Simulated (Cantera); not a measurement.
**Reactions in the system Cl-H-Mg**

Source: NASA polynomial tables (part measured, part estimated), evaluated in Cantera. Values are per mole of reaction as written; species without (g) are pure solids or liquids, kept so even where they would boil at 1 bar.

MgCl₂(g) + 2 H(g) ⇌ 2 HCl(g) + Mg

```tsv
T (K)	ΔH° (kJ)	ΔS° (J/K)	ΔG° (kJ)	log10 K	condensed phases
300	-228.2	-100.2	-198.1	34.49	Mg(s)
600	-232.9	-111.2	-166.2	14.47	Mg(s)
700	-234.3	-113.4	-155.0	11.56	Mg(s)
800	-235.6	-115.1	-143.5	9.37	Mg(s)
900	-236.6	-116.3	-132.0	7.66	Mg(s)
1000	-228.9	-107.9	-121.0	6.32	Mg(l)
1100	-229.4	-108.4	-110.2	5.23	Mg(l)
1200	-229.8	-108.8	-99.3	4.32	Mg(l)
1300	-230.2	-109.0	-88.4	3.55	Mg(l)
1400	-230.4	-109.2	-77.5	2.89	Mg(l)
1500	-230.6	-109.3	-66.6	2.32	Mg(l)
1600	-230.7	-109.4	-55.7	1.82	Mg(l)
```
